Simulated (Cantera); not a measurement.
Charge: 1 mol CCl4, 0.054 mol HCl, 0.015 mol F2, equilibrated at 1075 K and 1000 Pa.

Equilibrium computed with Cantera from the NASA thermochemical tables; the gas is ideal and each condensed phase is pure. Candidate condensed phases: C, C6H6, C7H8, C8H18; 118 gas species. Gases not in the tables: C2F6 and larger saturated fluorocarbons. Rates play no part.

Base state: Cl2 0.960, HCl 0.0230, Cl 0.0108, HF 0.00305, CF4 0.00235, CClF3 0.000560, CCl2F2 0.000156, CCl3F 4.06e-5 (mole fractions); condensed: C(graphite).

**Question.** What changes in the equilibrium state with this change: temperature from 1075 K to 2748 K?

**Answer.** 
```csv
species,before,after
Cl,0.0108,0.981
HCl,0.0230,0.00688
HF,0.00305,0.00401
Cl2,0.960,0.000270
F,<1e-9,0.00310
CF4,0.00235,<1e-9
H,<1e-9,0.00224
C3,<1e-9,0.00164
CClF3,0.000560,<1e-9
"C(graphite), mol",0.994,0.976
```
The tables' values for CCl are old estimates; treat these amounts as uncertain.

**Question.** What changes in the equilibrium state with this change: pressure from 1000 Pa to 5.60 Pa?

**Answer.** 
```json
[
 {"species": "Cl2", "before": "0.960", "after": "0.839"},
 {"species": "Cl", "before": "0.0108", "after": "0.135"},
 {"species": "HCl", "before": "0.0230", "after": "0.0167"},
 {"species": "CCl4", "before": "2.99e-5", "after": "1.28e-7"},
 {"species": "CCl3F", "before": "4.06e-5", "after": "5.96e-7"},
 {"species": "CCl2F2", "before": "0.000156", "after": "7.88e-6"},
 {"species": "CClF3", "before": "0.000560", "after": "9.71e-5"},
 {"species": "HF", "before": "0.00305", "after": "0.00764"},
 {"species": "C(graphite), mol", "before": "0.994", "after": "0.997"}
]
```
